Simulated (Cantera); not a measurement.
Input: 1 mol TiCl4, 0.14 mol O2, equilibrated at 10000 Pa.

These are equilibrium values from Cantera (NASA tables, ideal gas, pure condensed phases), not measurements of a reactor. Candidate condensed phases: Ti, TiCl2, TiCl3, TiCl4, TiO, TiO2, Ti2O3, Ti3O5, Ti4O7; 15 gas species. The numbers say what is thermodynamically allowed, not how fast it happens.

Q: At 1873 K, list the 7 most abundant gas species with their mole fractions, and the condensed phases.

A: TiCl4 0.601, Cl 0.321, Cl2 0.0533, TiCl3 0.0214, TiOCl2 0.00391, O2 4.59e-5, ClO 1.15e-5. Condensed: TiO2(rutile).
